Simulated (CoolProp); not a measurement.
Properties of R1224YDZ along the isotherm 192.35 °C (Tc = 155.5 °C, pc = 33.34 bar, ω = 0.325).

The numbers come from the reference Helmholtz-energy equation of state, Akasaka 2023 in CoolProp.

```json
[
 {"p (bar)": "1.05", "phase": "gas", "cv (kJ/(kg K))": "0.9504", "speed of sound (m/s)": "165.0", "fugacity coefficient": "0.9919"},
 {"p (bar)": "1.7", "phase": "gas", "cv (kJ/(kg K))": "0.9512", "speed of sound (m/s)": "164.2", "fugacity coefficient": "0.9868"},
 {"p (bar)": "2.75", "phase": "gas", "cv (kJ/(kg K))": "0.9524", "speed of sound (m/s)": "163.0", "fugacity coefficient": "0.9787"},
 {"p (bar)": "4.45", "phase": "gas", "cv (kJ/(kg K))": "0.9545", "speed of sound (m/s)": "161.1", "fugacity coefficient": "0.9657"},
 {"p (bar)": "7.18", "phase": "gas", "cv (kJ/(kg K))": "0.9581", "speed of sound (m/s)": "157.9", "fugacity coefficient": "0.9449"},
 {"p (bar)": "11.6", "phase": "gas", "cv (kJ/(kg K))": "0.9645", "speed of sound (m/s)": "152.5", "fugacity coefficient": "0.9117"},
 {"p (bar)": "18.7", "phase": "gas", "cv (kJ/(kg K))": "[?]", "speed of sound (m/s)": "143.4", "fugacity coefficient": "0.8594"},
 {"p (bar)": "30.3", "phase": "gas", "cv (kJ/(kg K))": "1.005", "speed of sound (m/s)": "127.8", "fugacity coefficient": "0.7765"},
 {"p (bar)": "48.9", "phase": "supercritical", "cv (kJ/(kg K))": "1.075", "speed of sound (m/s)": "100.8", "fugacity coefficient": "0.6492"},
 {"p (bar)": "79.1", "phase": "supercritical", "cv (kJ/(kg K))": "1.032", "speed of sound (m/s)": "178.5", "fugacity coefficient": "0.4853"},
 {"p (bar)": "128", "phase": "supercritical", "cv (kJ/(kg K))": "1.011", "speed of sound (m/s)": "274.6", "fugacity coefficient": "[?]"},
 {"p (bar)": "206", "phase": "supercritical", "cv (kJ/(kg K))": "1.005", "speed of sound (m/s)": "[?]", "fugacity coefficient": "0.3160"},
 {"p (bar)": "333", "phase": "supercritical", "cv (kJ/(kg K))": "1.005", "speed of sound (m/s)": "469.5", "fugacity coefficient": "0.3087"}
]
```

Task: Some entries are withheld; supply them.

Result: 
- 18.7, cv (kJ/(kg K)): 0.9768
- 128, fugacity coefficient: 0.3736
- 206, speed of sound (m/s): 366.8
